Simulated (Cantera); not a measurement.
Input: 1 mol SiHCl3, 0.064 mol HCl, 130 mol H2, 0.0038 mol Cl2, equilibrated at 850 K and 4000 Pa.

These are equilibrium values from Cantera (NASA tables, ideal gas, pure condensed phases), not measurements of a reactor. The tables' values for SiCl3 are old estimates; treat these amounts as uncertain. The numbers say what is thermodynamically allowed, not how fast it happens.

```json
[
 {"species": "H2", "before": "0.992", "after": "0.987"},
 {"species": "HCl", "before": "0.00259", "after": "0.00847"},
 {"species": "SiCl4", "before": "0.00347", "after": "0.00236"},
 {"species": "SiCl2", "before": "8.04e-6", "after": "0.000117"},
 {"species": "SiCl3", "before": "1.98e-5", "after": "9.88e-5"},
 {"species": "SiHCl3", "before": "0.00220", "after": "0.00157"},
 {"species": "SiH2Cl2", "before": "0.000123", "after": "0.000110"},
 {"species": "Si(s), mol", "before": "0.235", "after": "0.441"}
]
```
Gas species are given as mole fractions.

Problem. Which change was made?
(A) pressure from 4000 Pa to 100000 Pa
(B) temperature from 850 K to 975 K
(C) temperature from 850 K to 1548 K
(D) SiHCl3 replaced by Si3H8

Solution. B, temperature from 850 K to 975 K
